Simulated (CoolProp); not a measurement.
Ethylbenzene at 489.25 K and 3.61 MPa is throttled through a valve to 1.86 MPa with no heat exchange. Each further row changes one setting.

The numbers come from the reference Helmholtz-energy equation of state, Zhou 2012 in CoolProp.

```json
[
 {"case": "as stated", "temperature change (K)": "…", "final phase": "liquid", "final density (kg/m³)": "…"},
 {"case": "outlet pressure 0.558 MPa", "temperature change (K)": "…", "final phase": "…", "final density (kg/m³)": "…"},
 {"case": "outlet pressure 2.42 MPa", "temperature change (K)": "…", "final phase": "liquid", "final density (kg/m³)": "…"}
]
```

### Question
Some entries are withheld; supply them.

### Answer

- as stated, temperature change (K): +0.2
- as stated, final density (kg/m³): 677
- outlet pressure 0.558 MPa, temperature change (K): -2.4
- outlet pressure 0.558 MPa, final phase: two-phase, vapour fraction 0.023
- outlet pressure 0.558 MPa, final density (kg/m³): 360
- outlet pressure 2.42 MPa, temperature change (K): +0.1
- outlet pressure 2.42 MPa, final density (kg/m³): 679
